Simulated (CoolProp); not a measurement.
Computed with CoolProp (reference Helmholtz-energy equation of state, Wagner 2002).

Question: For water, give the phase and the cp (kJ/(kg K)), speed of sound (m/s), viscosity (µPa s), Prandtl number at 667 K and 1.01 bar; 708.4 K and 1.01 bar.

Answer: 
- 667 K and 1.01 bar: gas; cp 2.07, speed of sound 629, viscosity 24.2, Prandtl number 0.927
- 708.4 K and 1.01 bar: gas; cp 2.09, speed of sound 648, viscosity 25.9, Prandtl number 0.922

Viscosity comes from a separate model (Huber 2009). Thermal conductivity comes from a separate model (Huber 2012).
